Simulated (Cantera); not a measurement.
A closed system holds: 1 mol AlCl₃, 2.7 mol NH₃, 720 mol N₂, held at 875 K and 0.750 bar.

These are equilibrium values from Cantera (NASA tables, ideal gas, pure condensed phases), not measurements of a reactor. Candidate condensed phases: Al, AlCl₃, AlN, NH₄Cl; 20 gas species. Kinetics and transport are ignored.

Base state: N₂ 0.993, H₂ 0.00428, HCl 0.00259, AlCl₃ 0.000513 (mole fractions); condensed: AlN(s).

### Question
What changes in the equilibrium state with this change: NH₃ from 2.7 to 57 mol?

### Answer
| species | before | after |
|---|---|---|
| N₂ | 0.993 | 0.896 |
| H₂ | 0.00428 | 0.101 |
| HCl | 0.00259 | 0.00356 |
| AlCl₃ | 0.000513 | 1.23e-5 |
| NH₃ | 3.12e-7 | 3.38e-5 |
| AlN(s), mol | 0.627 | 0.990 |

### Question
What changes in the equilibrium state with this change: NH₃ from 2.7 to 13 mol?

### Answer
```json
[
 {"species": "N₂", "before": "0.993", "after": "0.972"},
 {"species": "H₂", "before": "0.00428", "after": "0.0243"},
 {"species": "HCl", "before": "0.00259", "after": "0.00368"},
 {"species": "AlCl₃", "before": "0.000513", "after": "0.000111"},
 {"species": "AlN(s), mol", "before": "0.627", "after": "0.917"}
]
```

### Question
What changes in the equilibrium state with this change: temperature from 875 K to 1675 K?

### Answer
```csv
species,before,after
N₂,0.993,0.992
H₂,0.00428,0.00462
HCl,0.00259,0.00189
AlCl,<1e-9,0.000456
AlCl₂,<1e-9,0.000217
AlCl₃,0.000513,0.000447
"AlN(s), mol",0.627,0.186
```
The tables' values for AlCl₂ are old estimates; treat these amounts as uncertain.
